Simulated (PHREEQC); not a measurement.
A PHREEQC input (ion-association model, phreeqc.dat):

```
SOLUTION 1
  temp 65
  units mol/kgw
  pH 5.86
  pe 11.4
  Na 1.8
  K 0.546
  Ca 0.679
  Mg 0.439
  Cl 3.76
  S(6) 0.272 as SO4
  Alkalinity 3.28 as HCO3
  Ba 0.00699
  Cd 0.113
END
USE solution 1
EQUILIBRIUM_PHASES 1
  Quartz 0 0.5
  Gypsum 0 0
  CO2(g) -2.5 10
END
```

The run finishes without an error or a warning.

Its last state differs from that of the intended input:

| quantity | as run | intended |
|---|---|---|
| pH | 9.41 | 6.33 |
| ionic strength (mol/kgw) | 3.42 | 0.000204 |
| HCO3- (mol/kgw) | 0.0954 | 5.36e-5 |
| CO2 (mol/kgw) | 2.20e-5 | 4.83e-5 |
| H3SiO4- (mol/kgw) | 0.000602 | 3.34e-7 |
| MgSO4 (mol/kgw) | 0.0154 | 2.54e-8 |
| SI of Quartz (SiO2) | -0.00 | +0.00 |

Q: One thing in the input isn't as intended. What explains the difference?

A: This is not unique; one that fits is The fault: the units line changed with the numbers kept. The line should read `units mg/L` where the input has `units mol/kgw`.
